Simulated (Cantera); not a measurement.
Feed: 1 mol Ti, 2.2 mol CO, 1.6 mol CO2, at 1123.15 K and 0.0240 bar.

Method: chemical equilibrium by Gibbs-energy minimisation in Cantera with the NASA 1993 tables (ideal gas, pure condensed phases). Candidate condensed phases: C, Ti, TiC, TiO, TiO2, Ti2O3, Ti3O5, Ti4O7; 15 gas species. The numbers say what is thermodynamically allowed, not how fast it happens.

Base state: CO 0.999, CO2 0.00144 (mole fractions); condensed: C(graphite) + TiO2(rutile).

What changes in the equilibrium state with this change: temperature from 1123.15 K to 2073 K?


| species | before | after |
|---|---|---|
| CO | 0.999 | 0.999 |
| CO2 | 0.00144 | 0.000700 |
| TiO | <1e-9 | 3.44e-5 |
| C(graphite), mol | 0.405 | 0 |
| TiO2(rutile), mol | 1.00 | 0 |
| Ti2O3(s), mol | 0 | 0.208 |
| Ti3O5(l), mol | 0 | 0.195 |
Mutual solubility and eutectic melting of coexisting phases are not modelled.
